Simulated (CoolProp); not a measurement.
Vapour-liquid equilibrium of cyclopropane (1) + R134a (2) at 1010 kPa; x and y are mole fractions of (1).

The numbers come from the multi-fluid Helmholtz-energy mixture model, Polt 1992 and Tillner-Roth 1994; pair parameters Bell 2016 in CoolProp. This equation is an older, rougher fit; its heat capacities, sound speeds and derivatives of the liquid may be far off and weren't checked against measurements.

```
x     bubble temperature, mixture model (K)  bubble temperature, Raoult's law (K)  y, mixture model  y, Raoult's law
----  -------------------------------------  ------------------------------------  ----------------  ---------------
0.05                                  310.1                                 312.8             0.103            0.052
0.2                                   304.5                                 312.5             0.316            0.208
0.35                                  301.8                                 312.3             0.441            0.361
0.5                                   300.8                                 312.0             0.526            0.512
0.65                                  301.0                                 311.7             0.603            0.661
0.8                                   302.6                                 311.4             0.701            0.808
0.95                                  307.7                                 311.1             0.890            0.952
```

The largest gap from Raoult's law is -11.2 K in bubble temperature, at x = 0.5. y crosses x between x = 0.5 and 0.65: the model has an azeotrope there.

Pair parameters are fitted to limited data, so mixtures are less certain than the pure fluids.
